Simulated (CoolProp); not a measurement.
R227EA along the isotherm 475 K: density (kg/m³) from the reference equation and from simpler models built on Tc = 374.9 K, pc = 2.925 MPa, ω = 0.358; each cubic takes its own stable root.

Values from CoolProp's reference Helmholtz-energy equation of state, Lemmon 2016.

```json
[
 {"p (MPa)": "0.731", "phase": "gas", "reference": "32.64"},
 {"p (MPa)": "1.46", "phase": "gas", "reference": "67.72"},
 {"p (MPa)": "2.19", "phase": "gas", "reference": "105.7"},
 {"p (MPa)": "2.93", "phase": "supercritical", "reference": "147.4"},
 {"p (MPa)": "3.66", "phase": "supercritical", "reference": "192.0"},
 {"p (MPa)": "4.39", "phase": "supercritical", "reference": "240.2"},
 {"p (MPa)": "5.12", "phase": "supercritical", "reference": "291.9"},
 {"p (MPa)": "5.85", "phase": "supercritical", "reference": "346.2"},
 {"p (MPa)": "6.58", "phase": "supercritical", "reference": "401.8"},
 {"p (MPa)": "7.31", "phase": "supercritical", "reference": "457.0"}
]
```

Q: How far does each simpler model (van der Waals, Redlich-Kwong, Soave-Redlich-Kwong) lie from the reference over these 10 states: mean and median of the absolute difference, and the worst?

A: 
- van der Waals: mean 9.3 %, median 9.5 %, worst +17.6 % at 475 K and 5.85 MPa
- Redlich-Kwong: mean 5.3 %, median 5.7 %, worst +8.9 % at 475 K and 6.58 MPa
- Soave-Redlich-Kwong: mean 3.3 %, median 2.7 %, worst -7.6 % at 475 K and 7.31 MPa
